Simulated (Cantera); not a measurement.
Input: 1 mol C, 0.041 mol H2O, 0.4 mol N2, 0.91 mol O2, at 0.610 bar.

Cantera equilibrium calculation (NASA polynomials, part measured and part estimated; ideal gas, pure solids and liquids). Candidate condensed phases: C, C6H6, C7H8, C8H18, H2O; 136 gas species. Equilibrium is a limit: real reactors are often held back by kinetics, nucleation or transport.

Question: At 2323 K, list the 5 most abundant gas species with their mole fractions, and the condensed phases.

Answer: CO2 0.553, N2 0.275, CO 0.135, H2O 0.0260, O2 0.00493. Condensed: gas only.
